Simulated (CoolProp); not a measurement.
Computed with CoolProp (reference Helmholtz-energy equation of state, Zhou 2011).

**Question.** For dimethyl carbonate, give the phase and the density (kg/m³), cp (kJ/(kg K)), cv (kJ/(kg K)), speed of sound (m/s) at 60.55 °C and 14700 kPa.

**Answer.** 
- 60.55 °C and 14700 kPa: liquid; density 1030, cp 1.87, cv 1.40, speed of sound 1130
